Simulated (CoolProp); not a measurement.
Methanol at 508.91 K and 11.1 MPa is throttled through a valve to 3.81 MPa with no heat exchange. Each further row changes one setting.

Computed with CoolProp (reference Helmholtz-energy equation of state, de Reuck 1993).

| case | temperature change (K) | final phase | final density (kg/m³) |
|---|---|---|---|
| as stated | [?] | [?] | 136 |
| outlet pressure 1.14 MPa | [?] | [?] | [?] |
| outlet pressure 4.95 MPa | [?] | [?] | 217 |

Task: Fill in the missing entries.

Result: 
- as stated, temperature change (K): -38.7
- as stated, final phase: two-phase, vapour fraction 0.297
- outlet pressure 1.14 MPa, temperature change (K): -94.0
- outlet pressure 1.14 MPa, final phase: two-phase, vapour fraction 0.474
- outlet pressure 1.14 MPa, final density (kg/m³): 26.7
- outlet pressure 4.95 MPa, temperature change (K): -24.5
- outlet pressure 4.95 MPa, final phase: two-phase, vapour fraction 0.211
